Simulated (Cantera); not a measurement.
An isothermal, constant-pressure homogeneous reactor starts with N2O : N2 = 1 : 0.76 (molar parts), at 1500 K and 1.01 bar. Integrator tolerance rtol = 1e-08.

Computed with Cantera and GRI-Mech 3.0 (53 species, 325 reactions). GRI-Mech 3.0 was tuned for natural gas; its chemistry of N2O as a main component is partial and can be far from experiment. The temperature is held fixed by assumption; the heat of reaction is taken as removed at once.

Q: What does this change do: temperature 1500 to 1475 K?

A: 
| quantity | before | after |
|---|---|---|
| x(N2O) at 7.00 s | 2.58e-6 (gas-phase equilibrium 7.68e-8) | 2.25e-6 (gas-phase equilibrium 6.84e-8) |
| x(O2) at 7.00 s | 0.177 (gas-phase equilibrium 0.221) | 0.180 (gas-phase equilibrium 0.221) |
| x(NO) at 7.00 s | 0.0873 (gas-phase equilibrium 0.00125) | 0.0823 (gas-phase equilibrium 0.00111) |
| x(O) at 7.00 s | 1.71e-6 (gas-phase equilibrium 1.90e-6) | 1.22e-6 (gas-phase equilibrium 1.35e-6) |
| x(NO2) at 7.00 s | 0.000431 (gas-phase equilibrium 6.90e-6) | 0.000442 (gas-phase equilibrium 6.59e-6) |
| x(N2) at 7.00 s | 0.735 (gas-phase equilibrium 0.778) | 0.738 (gas-phase equilibrium 0.778) |
